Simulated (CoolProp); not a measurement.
Octamethylcyclotetrasiloxane (D4) along the isobar 3.64 bar: fugacity coefficient from the reference equation and from simpler models built on Tc = 586.5 K, pc = 13.47 bar, ω = 0.598; each cubic takes its own stable root.

Computed with CoolProp (reference Helmholtz-energy equation of state, Thol 2015).

```json
[
 {"T (K)": "483.7", "phase": "liquid", "reference": "0.5553"},
 {"T (K)": "489.3", "phase": "liquid", "reference": "0.6157"},
 {"T (K)": "494.9", "phase": "liquid", "reference": "0.6800"},
 {"T (K)": "500.6", "phase": "liquid", "reference": "0.7494"},
 {"T (K)": "506.2", "phase": "liquid", "reference": "0.8215"},
 {"T (K)": "511.8", "phase": "gas", "reference": "0.8424"},
 {"T (K)": "517.4", "phase": "gas", "reference": "0.8488"},
 {"T (K)": "523", "phase": "gas", "reference": "0.8549"},
 {"T (K)": "528.7", "phase": "gas", "reference": "0.8607"},
 {"T (K)": "534.3", "phase": "gas", "reference": "0.8662"},
 {"T (K)": "539.9", "phase": "gas", "reference": "0.8714"},
 {"T (K)": "545.5", "phase": "gas", "reference": "0.8764"},
 {"T (K)": "551.2", "phase": "gas", "reference": "0.8812"},
 {"T (K)": "556.8", "phase": "gas", "reference": "0.8856"},
 {"T (K)": "562.4", "phase": "gas", "reference": "0.8899"}
]
```

Problem. How far does each simpler model (Soave-Redlich-Kwong, Peng-Robinson) lie from the reference over these 15 states: mean and median of the absolute difference, and the worst?

Solution. 
- Soave-Redlich-Kwong: mean 1.0 %, median 0.6 %, worst +2.2 % at 506.2 K and 3.64 bar
- Peng-Robinson: mean 0.5 %, median 0.5 %, worst -0.7 % at 562.4 K and 3.64 bar
